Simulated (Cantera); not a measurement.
Silicon etching in halogen gases: Si + Cl2 + N2

Feed: 1 mol Si, 9.7 mol Cl2, 1.6 mol N2, equilibrated at 1600 K and 7.50 Torr.

These are equilibrium values from Cantera (NASA tables, ideal gas, pure condensed phases), not measurements of a reactor. Candidate condensed phases: Si, Si3N4; 13 gas species. The tables' values for SiCl3 are old estimates; treat these amounts as uncertain. The numbers say what is thermodynamically allowed, not how fast it happens.

* **x(Cl)**: 0.559
* **x(Cl2)**: 0.259
* **x(N2)**: 0.112
* **x(SiCl4)**: 0.0698
* **x(SiCl3)**: 0.000160
* **gas amount**: 14.30 mol
* **log10 activity of Si(s) (absent)**: -12.81
